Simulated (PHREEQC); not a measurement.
1 g of hydrous ferric oxide (600 m²/g; 0.2 weak and 0.005 strong sites per Fe, Dzombak-Morel constants, diffuse double layer) in 1 kg of water with 0.1 mol/kgw of an inert sodium salt and 0.0031 mmol/kgw NiCl2 and 0.011 mmol/kgw Na2HAsO4, at 25 °C; the pH is set by adding NaOH or the inert anion's acid. Oxygen alone is held at its pressure in air (log pO2 = -0.68). No CO2 enters from the air. No solid was allowed to form.

All values are PHREEQC results (ion-association model, wateq4f.dat), not measurements.

### Question
Predict surface charge σ (C/m²) at pH = 5, 5.67, 8.33, 9.

### Answer
```
pH    surface charge σ (C/m²)
----  -----------------------
5                       0.213
5.67                    0.140
8.33                   -0.009
9                      -0.035
```

The database has no arsenate complexes of Ni. The oxide is taken as insoluble; below pH 4 it would dissolve.
